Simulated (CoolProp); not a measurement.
Vapour-liquid equilibrium of R114 (1) + n-heptane (2) at 259 kPa; x and y are mole fractions of (1).

Computed with CoolProp (multi-fluid Helmholtz-energy mixture model, Platzer 1990 and Span 2003; pair parameters Bell 2016). This equation is an older, rougher fit; its heat capacities, sound speeds and derivatives of the liquid may be far off and weren't checked against measurements.

```
x     bubble temperature (°C)  y at the bubble point  dew temperature at overall composition x (°C)  liquid density (mol/L)
----  -----------------------  ---------------------  ---------------------------------------------  ----------------------
0.05                    114.6                  0.391                                          131.7                   6.019
0.15                     86.0                  0.750                                          127.2                   6.414
0.25                      [?]                  0.871                                          122.3                   6.711
0.35                     58.3                  0.921                                          116.9                   6.957
0.45                     51.2                  0.946                                          111.0                   7.178
0.55                     46.2                  0.961                                          104.1                   7.388
0.65                      [?]                  0.972                                           96.1                   7.596
0.75                     38.9                    [?]                                           86.1                   7.809
0.85                     35.8                    [?]                                           72.6                   8.033
0.95                     32.6                  0.996                                           50.0                   8.273
```

### Question
Complete the blanks.

### Answer

- 0.25, bubble temperature (°C): 68.9
- 0.65, bubble temperature (°C): 42.3
- 0.75, y at the bubble point: 0.980
- 0.85, y at the bubble point: 0.988

No azeotrope shows between x = 0.05 and 0.95.

Pair parameters are fitted to limited data, so mixtures are less certain than the pure fluids.
